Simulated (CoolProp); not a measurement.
Vapour-liquid equilibrium of n-decane (1) + n-dodecane (2) at 446.6 K; x and y are mole fractions of (1).

Values from CoolProp's multi-fluid Helmholtz-energy mixture model, Lemmon 2006 and Lemmon 2004; pair parameters Bell 2016.

```json
[
 {"x": "0.05", "bubble pressure (MPa)": "0.03544", "y at the bubble point": "0.131", "dew pressure at overall composition x (MPa)": "0.03344", "liquid density (mol/L)": "3.733"},
 {"x": "0.15", "bubble pressure (MPa)": "0.04189", "y at the bubble point": "0.339", "dew pressure at overall composition x (MPa)": "0.03594", "liquid density (mol/L)": "3.781"},
 {"x": "0.25", "bubble pressure (MPa)": "0.04854", "y at the bubble point": "0.494", "dew pressure at overall composition x (MPa)": "0.03886", "liquid density (mol/L)": "3.830"},
 {"x": "0.35", "bubble pressure (MPa)": "0.05530", "y at the bubble point": "0.614", "dew pressure at overall composition x (MPa)": "0.04230", "liquid density (mol/L)": "3.881"},
 {"x": "0.45", "bubble pressure (MPa)": "0.06211", "y at the bubble point": "0.707", "dew pressure at overall composition x (MPa)": "0.04643", "liquid density (mol/L)": "3.933"},
 {"x": "0.55", "bubble pressure (MPa)": "0.06893", "y at the bubble point": "0.783", "dew pressure at overall composition x (MPa)": "0.05147", "liquid density (mol/L)": "3.986"},
 {"x": "0.65", "bubble pressure (MPa)": "0.07575", "y at the bubble point": "0.845", "dew pressure at overall composition x (MPa)": "0.05776", "liquid density (mol/L)": "4.041"},
 {"x": "0.75", "bubble pressure (MPa)": "0.08254", "y at the bubble point": "0.897", "dew pressure at overall composition x (MPa)": "0.06579", "liquid density (mol/L)": "4.098"},
 {"x": "0.85", "bubble pressure (MPa)": "0.08934", "y at the bubble point": "0.942", "dew pressure at overall composition x (MPa)": "0.07635", "liquid density (mol/L)": "4.157"},
 {"x": "0.95", "bubble pressure (MPa)": "0.09617", "y at the bubble point": "0.982", "dew pressure at overall composition x (MPa)": "0.09062", "liquid density (mol/L)": "4.217"}
]
```

No azeotrope shows between x = 0.05 and 0.95.

Pair parameters are fitted to limited data, so mixtures are less certain than the pure fluids.
